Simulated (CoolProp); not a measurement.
Hexamethyldisiloxane (MM) along the isotherm 522.4 K: fugacity coefficient from the reference equation and from simpler models built on Tc = 518.7 K, pc = 19.31 bar, ω = 0.418; each cubic takes its own stable root.

Model: reference Helmholtz-energy equation of state, Thol 2016, in CoolProp.

```
p (bar)          phase  reference
-------  -------------  ---------
0.153              gas     0.9972
0.238              gas     0.9957
0.37               gas     0.9933
0.576              gas     0.9896
0.897              gas     0.9839
1.4                gas     0.9748
2.18               gas     0.9609
3.39               gas     0.9394
5.27               gas     0.9063
8.21               gas     0.8551
12.8               gas     0.7764
19.9     supercritical     0.6514
31       supercritical     0.4656
48.3     supercritical     0.3433
```

Task: How far does each simpler model (Redlich-Kwong, Soave-Redlich-Kwong) lie from the reference over these 14 states: mean and median of the absolute difference, and the worst?

Result: 
- Redlich-Kwong: mean 1.0 %, median 0.2 %, worst +5.7 % at 522.4 K and 48.3 bar
- Soave-Redlich-Kwong: mean 1.2 %, median 0.3 %, worst +6.6 % at 522.4 K and 48.3 bar
